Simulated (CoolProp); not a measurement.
Nitrous oxide at 298.15 K and 1.8 MPa is compressed adiabatically to 4.56 MPa with isentropic efficiency 0.7. Each further row changes one setting.

Values from CoolProp's reference Helmholtz-energy equation of state, Lemmon 2006. It is a short technical equation, of lower accuracy than the large ones.

```csv
case,work (kJ/kg),final temperature (K),final density (kg/m³)
as stated,73.6,388.2,69.6
efficiency 1,51.5,368.7,75.2
efficiency 0.65,79.2,393.2,68.3
```
